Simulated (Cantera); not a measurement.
Feed: 1 mol B, 0.29 mol NH3, equilibrated at 97.0 mbar.

These are equilibrium values from Cantera (NASA tables, ideal gas, pure condensed phases), not measurements of a reactor. Candidate condensed phases: B, BN; 15 gas species. Mutual solubility and eutectic melting of coexisting phases are not modelled. The tables' values for BH2 are old estimates; treat these amounts as uncertain. Gases not in the tables: B2H6 and higher boranes. The numbers say what is thermodynamically allowed, not how fast it happens.

x: gas mole fraction; n: condensed amount in mol.

```json
[
 {"T (K)": "1073", "x H2": "1.00", "x H": "4.50e-8", "x N2": "<1e-12", "x BH2": "1.98e-8", "n B(s)": "0.710", "n BN(s)": "0.290"},
 {"T (K)": "1223", "x H2": "1.000", "x H": "9.65e-7", "x N2": "6.36e-12", "x BH2": "2.90e-7", "n B(s)": "0.710", "n BN(s)": "0.290"},
 {"T (K)": "1373", "x H2": "1.000", "x H": "1.07e-5", "x N2": "1.38e-9", "x BH2": "2.35e-6", "n B(s)": "0.710", "n BN(s)": "0.290"},
 {"T (K)": "1523", "x H2": "1.000", "x H": "___", "x N2": "___", "x BH2": "1.25e-5", "n B(s)": "0.710", "n BN(s)": "0.290"},
 {"T (K)": "1673", "x H2": "1.000", "x H": "0.000366", "x N2": "3.51e-6", "x BH2": "4.90e-5", "n B(s)": "0.710", "n BN(s)": "0.290"},
 {"T (K)": "1823", "x H2": "0.998", "x H": "0.00139", "x N2": "6.67e-5", "x BH2": "0.000153", "n B(s)": "0.710", "n BN(s)": "0.290"},
 {"T (K)": "1973", "x H2": "0.994", "x H": "___", "x N2": "___", "x BH2": "0.000398", "n B(s)": "0.711", "n BN(s)": "0.289"},
 {"T (K)": "2123", "x H2": "0.981", "x H": "0.0114", "x N2": "0.00684", "x BH2": "0.000892", "n B(s)": "0.716", "n BN(s)": "0.284"}
]
```

Task: Fill in the missing entries.

Result: 
- 1973, x H: 0.00432
- 1973, x N2: 0.000806
- 1523, x H: 7.42e-5
- 1523, x N2: 1.03e-7
